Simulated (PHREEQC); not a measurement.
Solution (25 °C): 0.05 mol HBr and 0.00011 mol CuCl2 per kg of water. It is in equilibrium with CO2 at log p = -2 (atm). Otherwise closed; pH follows from the charge balance.

Equilibrium calculation in PHREEQC: ion-association model, phreeqc.dat.

```json
{
  "pH": "1.37",
  "ionic_strength": "0.0503 mol/kgw",
  "specific_conductance": "18500 µS/cm",
  "density": "1.000 g/cm³",
  "total_alkalinity": "-50.0 meq/kg"
}
```

| species | molality | activity | log γ |
|---|---|---|---|
| H+ | 0.0500 | 0.0427 | -0.069 |
| Br- | 0.0500 | 0.0403 | -0.094 |
| CO2 | 0.000336 | 0.000340 | 0.005 |
| Cl- | 0.000220 | 0.000179 | -0.089 |
| Cu+2 | 0.000110 | 5.30e-5 | -0.317 |
| CuCl+ | 3.13e-8 | 2.55e-8 | -0.088 |
| HCO3- | 4.27e-9 | 3.54e-9 | -0.082 |

Precipitation was switched off in this run. Complexes and solids missing from the database can't appear.
